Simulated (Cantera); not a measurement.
**Equilibrium for carbothermic reduction: CuO + C + CO + CH₄**

Input: 1 mol CuO, 3.2 mol C, 1.1 mol CO, 0.32 mol CH₄, equilibrated at 1.00 bar.

Equilibrium computed with Cantera from the NASA thermochemical tables; the gas is ideal and each condensed phase is pure. Candidate condensed phases: C, C₆H₆, C₇H₈, C₈H₁₈, Cu, CuO, Cu(OH)₂, Cu₂O, H₂O; 113 gas species. Kinetics and transport are ignored.

```csv
T (K),x CO,x H₂,x Cu,x H,x Cu₂,n C(graphite),n Cu(l)
2225,0.744,0.224,0.0280,0.00307,0.000228,2.52,0.920
2250,0.739,0.223,0.0337,0.00350,0.000293,2.52,0.903
2275,0.734,0.221,0.0403,0.00399,0.000374,2.52,0.882
2300,0.727,0.218,0.0481,0.00452,0.000475,2.51,0.859
2325,0.720,0.216,0.0571,0.00511,0.000599,2.51,0.830
2350,0.712,0.213,0.0675,0.00575,0.000752,2.51,0.796
2375,0.702,0.209,0.0796,0.00645,0.000940,2.51,0.756
2400,0.691,0.206,0.0935,0.00721,0.00117,2.51,0.709
2425,0.678,0.201,0.109,0.00803,0.00144,2.51,0.652
2450,0.664,0.196,0.128,0.00890,0.00178,2.51,0.585
2475,0.647,0.190,0.148,0.00982,0.00218,2.51,0.504
2500,0.628,0.184,0.172,0.0108,0.00266,2.51,0.407
2525,0.607,0.177,0.199,0.0118,0.00323,2.51,0.290
```
x: gas mole fraction; n: condensed amount in mol.

From 2225 K to 2525 K the condensed part is C(graphite) + Cu(l). The main Cu-bearing gas is Cu throughout. The share of Cu in condensed phases is highest at 2225 K (92.0 %) and lowest at 2525 K (29.0 %).
